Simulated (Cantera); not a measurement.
A closed system holds: 1 mol SiC, 0.0036 mol O2, 450 mol N2, at 1850 K and 750 Torr.

Cantera equilibrium calculation (NASA polynomials, part measured and part estimated; ideal gas, pure solids and liquids). Candidate condensed phases: C, Si, SiC, SiO2, Si2N2O, Si3N4; 34 gas species. Mutual solubility and eutectic melting of coexisting phases are not modelled. The numbers say what is thermodynamically allowed, not how fast it happens.

Base state: N2 1.000, CO 1.54e-5 (mole fractions); condensed: SiC(s) + Si3N4(s).

Problem. What changes in the equilibrium state with this change: temperature from 1850 K to 1475 K?

Solution. 
```
species            before    after
----------------  -------  -------
N2                  1.000    1.000
CO                1.54e-5  1.60e-5
SiC(s), mol         0.993        0
Si3N4(s), mol     0.00215    0.333
C(graphite), mol        0    0.993
```
N2 is the only nitrogen source here; it is nearly inert below about 1500 K, so the nitride shown seldom forms there in practice.
